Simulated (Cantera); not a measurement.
A Cantera script and what it prints.

```python
import numpy as np
import cantera as ct

gas_names = [...]  # 110 gases of nasa_gas.yaml made of C, H, O
cond_names = """
    C(gr) C6H6(L) C7H8(L) C8H18(L),n-octa H2O(s) H2O(L)
""".split()


# ... load() reads the species with a 1 bar reference pressure and builds the phases ...
atoms = {
    'C2H6': {'C': 2, 'H': 6},
    'H2O': {'H': 2, 'O': 1},
    'CO2': {'C': 1, 'O': 2},
}
top_T = {'C(gr)': 4500}  # K; cautious upper limits of use, not melting points


# ... equilibrate(T, P, feed) seeds the gas with the atoms and calls Mixture.equilibrate('TP', solver="vcs", rtol=1e-11, max_steps=5000) ...
results = []
feed = {'C2H6': 1, 'H2O': 0.2, 'CO2': 1.2}  # mol
T = 1573  # K
P = 11  # Pa
mix = equilibrate(T, P, feed)
results.append((T, P, feed, dict(zip(mix.species_names, mix.species_moles))))
print(gas.report(threshold=1e-06))
for i in range(1, mix.n_phases):
    print(f"{mix.phase(i).name:16s} {mix.phase_moles(i):12.5e} mol")
```

It prints:

```
       temperature   1573 K
          pressure   11 Pa
           density   1.148e-05 kg/m^3
  mean mol. weight   13.649 kg/kmol
   phase of matter   gas

                          1 kg             1 kmol
                     ---------------   ---------------
          enthalpy       -6.5794e+05       -8.9803e+06  J
   internal energy       -1.6161e+06       -2.2059e+07  J
           entropy             21479        2.9317e+05  J/K
    Gibbs function       -3.4445e+07       -4.7014e+08  J
 heat capacity c_p            2477.9             33821  J/K
 heat capacity c_v            1868.7             25507  J/K

                      mass frac. Y      mole frac. X     chem. pot. / RT
                     ---------------   ---------------   ---------------
                CO           0.91861           0.44763           -45.283
    C2H2,acetylene        2.1644e-05        1.1346e-05           -33.015
                 H        0.00021222         0.0028737           -14.228
                H2           0.08116           0.54948           -28.456
     [ +106 minor]        1.4286e-07        1.0413e-07

C(gr)             5.99868e-01 mol
```

These are equilibrium values from Cantera (NASA tables, ideal gas, pure condensed phases), not measurements of a reactor.
